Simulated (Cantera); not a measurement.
What does this Cantera script print?

```python
import numpy as np
import cantera as ct

gas_names = [...]  # 114 gases of nasa_gas.yaml made of C, Fe, H, O
cond_names = """
    C(gr) C6H6(L) C7H8(L) C8H18(L),n-octa Fe(a) Fe(c) Fe(d) Fe(L) FeC5O5(L) FeO(s) FeO(L) Fe(OH)2(s)
    Fe(OH)3(s) Fe2O3(s) Fe3O4(s) H2O(s) H2O(L)
""".split()


# ... load() reads the species with a 1 bar reference pressure and builds the phases ...
atoms = {
    'Fe2O3': {'Fe': 2, 'O': 3},
    'C': {'C': 1},
    'H2': {'H': 2},
}
top_T = {'C(gr)': 4500, 'Fe2O3(s)': 1830, 'Fe3O4(s)': 1870}  # K; cautious upper limits of use, not melting points


# ... equilibrate(T, P, feed) seeds the gas with the atoms and calls Mixture.equilibrate('TP', solver="vcs", rtol=1e-11, max_steps=5000) ...
results = []
feed = {'Fe2O3': 1, 'C': 0.52, 'H2': 0.52}  # mol
P = 4000  # Pa
for T in [1098, 1198, 1298, 1398, 1498, 1598, 1698, 1798, 1898]:
    mix = equilibrate(T, P, feed)
    results.append((T, P, feed, dict(zip(mix.species_names, mix.species_moles))))

top = {s: max(r[3][s] / sum(r[3][g] for g in gas_names) for r in results) for s in gas_names}
cols = sorted((s for s in top if top[s] > 0.001), key=lambda s: -top[s])[:6]
seen = [c for c in cond_names if any(r[3].get(c, 0) > 1e-12 for r in results)]
print("log10 of partial pressures in bar; condensed amounts in mol")
print(f"{'T/K':>10s}" + "".join(f"{s[:9]:>10s}" for s in cols + seen))
for T, P, feed, n in results:
    ng = sum(n[g] for g in gas_names)
    print(f"{T:10.4g}" + "".join(f"{np.log10(max(n[s] / ng * P / 1e5, 1e-99)):10.3f}" for s in cols)
          + "".join(f"{n.get(c, 0):10.4g}" for c in seen))
```

Result:

```
log10 of partial pressures in bar; condensed amounts in mol
       T/K        CO       H2O        H2       CO2         H    FeO(s)    FeO(L)
      1098    -1.967    -2.034    -1.968    -2.036    -8.591         2         0
      1198    -1.938    -2.000    -2.000    -2.073    -7.721         2         0
      1298    -1.915    -1.974    -2.028    -2.106    -6.984         2         0
      1398    -1.897    -1.954    -2.052    -2.134    -6.351         2         0
      1498    -1.883    -1.938    -2.073    -2.160    -5.801         2         0
      1598    -1.872    -1.925    -2.091    -2.182    -5.319         2         0
      1698    -1.863    -1.914    -2.107    -2.202    -4.894         0         2
      1798    -1.855    -1.906    -2.122    -2.220    -4.515         0         2
      1898    -1.849    -1.899    -2.137    -2.235    -4.175         0     1.999
```

Equilibrium computed with Cantera from the NASA thermochemical tables; the gas is ideal and each condensed phase is pure. The tables' stoichiometric FeO is somewhat more stable than real wüstite, so its field is too wide. FeO: taken at fixed stoichiometry.
